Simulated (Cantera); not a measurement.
Charge: 1 mol Si, 1.4 mol Cl₂, 5.6 mol H₂, equilibrated at 0.133 bar.

These are equilibrium values from Cantera (NASA tables, ideal gas, pure condensed phases), not measurements of a reactor. Candidate condensed phases: Si; 19 gas species. Rates play no part.

Over these rows the condensed part is Si(s). Partial pressures as log10 of bar:

| T (K) | 1000/T (1/K) | log p SiHCl₃ | log p H₂ | log p HCl | log p SiCl₂ | log p SiCl₄ |
|---|---|---|---|---|---|---|
| 1248 | 0.8013 | -2.61 | -0.97 | -1.96 | -2.55 | -2.15 |
| 1323 | 0.7559 | ? | -0.98 | -1.84 | -2.27 | -2.32 |
| 1398 | 0.7153 | -2.95 | -0.99 | -1.77 | -2.07 | -2.57 |
| 1473 | 0.6789 | -3.22 | -1.00 | -1.72 | -1.95 | -2.91 |
| 1548 | 0.6460 | -3.51 | -1.01 | -1.70 | -1.88 | -3.30 |
| 1623 | 0.6161 | -3.82 | -1.01 | -1.70 | -1.84 | -3.69 |

**Question.** Fit log p(SiHCl₃) = a + b·(1000/T) to the five rows, give the apparent enthalpy, and predict the row at 1323 K.

**Answer.** Means: 1000/T = 0.6915, log p = -3.222. Sxy = 0.131839, Sxx = 0.0205366, so b = 6.42 and a = -3.222 − (6.42)×0.6915 = -7.66.
Apparent enthalpy: −19.145 × (6.42) = -123 kJ/mol. With the condensed phases at unit activity, Si(s) + 3 HCl(g) = SiHCl₃(g) + H₂(g) links this pressure to the main gases: over the six rows their terms move log p by +0.82 in all, so the slope isn't that reaction's ΔH° alone. The five rows lie within 0.12 of the line; that is curvature, so one enthalpy describes this range poorly.
Prediction at 1323 K: -7.66 + (6.42)×0.7559 = -2.81. The computed value is -2.75, 0.06 from the line.
